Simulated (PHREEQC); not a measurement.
Consider water at 25 °C with 7.5 mmol/kgw H2SO4 and 14 mmol/kgw CuSO4. Closed to the air; pH follows from the charge balance.

Equilibrium calculation in PHREEQC: ion-association model, wateq4f.dat.

Q: The ionic strength comes out as 0.0488 mol/kgw. What activity coefficients do SO4-2, H+, HSO4-, Cu+2 get?

A: SO4-2 0.46, H+ 0.86, HSO4- 0.82, Cu+2 0.49.

Precipitation was switched off in this run. Complexes and solids missing from the database can't appear.
